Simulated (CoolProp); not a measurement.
Properties of trans-2-butene along the isobar 1.01 bar.

Values from CoolProp's reference Helmholtz-energy equation of state, Lemmon 2005. It is a short technical equation, of lower accuracy than the large ones.

| T (°C) | phase | Z | cp (kJ/(kg K)) | cv (kJ/(kg K)) | Joule-Thomson coefficient (K/MPa) | fugacity coefficient |
|---|---|---|---|---|---|---|
| 147.45 | gas | 0.9907 | 2.023 | 1.869 | 9.439 | 0.9907 |
| 156.95 | gas | 0.9913 | 2.057 | 1.902 | 8.820 | 0.9914 |
| 166.45 | gas | 0.9919 | 2.089 | 1.936 | 8.261 | 0.9920 |
| 175.95 | gas | 0.9925 | 2.122 | 1.969 | 7.755 | 0.9925 |
| 185.45 | gas | 0.9930 | 2.154 | 2.001 | 7.295 | 0.9930 |
| 194.85 | gas | 0.9935 | 2.186 | 2.033 | 6.881 | 0.9935 |
| 204.35 | gas | 0.9939 | 2.218 | 2.065 | 6.498 | 0.9939 |
| 213.85 | gas | 0.9943 | 2.249 | 2.097 | 6.147 | 0.9943 |
| 223.35 | gas | 0.9946 | 2.280 | 2.128 | 5.824 | 0.9947 |
| 232.85 | gas | 0.9950 | 2.311 | 2.159 | 5.527 | 0.9950 |
| 242.35 | gas | 0.9953 | 2.341 | 2.189 | 5.253 | 0.9953 |
| 251.85 | gas | 0.9956 | 2.371 | 2.220 | 4.999 | 0.9956 |
